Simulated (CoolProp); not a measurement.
Acetone along the isobar 148 bar: density (kg/m³) from the reference equation and from simpler models built on Tc = 235.0 °C, pc = 46.92 bar, ω = 0.307; each cubic takes its own stable root.

Values from CoolProp's reference Helmholtz-energy equation of state, Lemmon 2006. It is a short technical equation, of lower accuracy than the large ones.

```tsv
T (°C)	phase	reference
110.65	liquid	706.8
134.35	liquid	679.0
158.15	liquid	649.5
181.85	liquid	618.2
205.65	liquid	584.3
229.35	liquid	547.5
253.15	supercritical	507.0
276.85	supercritical	462.5
```

**Question.** How far does each simpler model (van der Waals, Redlich-Kwong, Peng-Robinson) lie from the reference over these 8 states: mean and median of the absolute difference, and the worst?

**Answer.** 
- van der Waals: mean 40.7 %, median 41.6 %, worst -45.0 % at 110.65 °C and 148 bar
- Redlich-Kwong: mean 23.0 %, median 23.4 %, worst -23.5 % at 158.15 °C and 148 bar
- Peng-Robinson: mean 13.0 %, median 12.3 %, worst -17.0 % at 276.85 °C and 148 bar
